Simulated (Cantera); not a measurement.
An isothermal plug-flow reactor at 573 K and 1.18 atm (inlet), inlet velocity 0.52 m/s, active area per volume 2000 1/m; feed CO : O₂ : N₂ : H₂O = 0.0047 : 0.017 : 0.79 : 0.016 (molar parts).

Cantera simulation using Deutschmann's 1995 Pt surface mechanism with GRI-Mech 3.0 gas chemistry; the numbers are that mechanism's predictions, not measurements. Catalytic surfaces can have several steady states; this one follows from the mechanism file's or the stated starting coverage. Mass transfer to the wall is taken as infinitely fast.

What does this change do: area per volume 2000 to 1600 1/m?


| quantity | before | after |
|---|---|---|
| x(CO) at z = 0.021 m | 0.00464 | 0.00487 |
| x(O₂) at z = 0.021 m | 0.0200 | 0.0201 |
| x(H₂O) at z = 0.021 m | 0.0193 | 0.0193 |
| x(CO₂) at z = 0.021 m | 0.00104 | 0.000814 |
| θ(free Pt) at the exit | 0.00636 | 0.00616 |
| θ(O*) at the exit | 0.00514 | 0.00485 |
| θ(CO*) at the exit | 0.988 | 0.989 |

What does this change do: inlet velocity 0.52 to 0.4 m/s?


```csv
quantity,before,after
x(CO) at z = 0.021 m,0.00464,0.00427
x(O₂) at z = 0.021 m,0.0200,0.0198
x(H₂O) at z = 0.021 m,0.0193,0.0193
x(CO₂) at z = 0.021 m,0.00104,0.00142
θ(free Pt) at the exit,0.00636,0.00672
θ(O*) at the exit,0.00514,0.00570
θ(CO*) at the exit,0.988,0.987
```

What does this change do: O2 0.017 to 0.0055 parts?


```tsv
quantity	before	after
x(CO) at z = 0.021 m	0.00464	0.00550
x(O₂) at z = 0.021 m	0.0200	0.00661
x(H₂O) at z = 0.021 m	0.0193	0.0196
x(CO₂) at z = 0.021 m	0.00104	0.000256
θ(free Pt) at the exit	0.00636	0.00518
θ(O*) at the exit	0.00514	0.00112
θ(CO*) at the exit	0.988	0.993
```
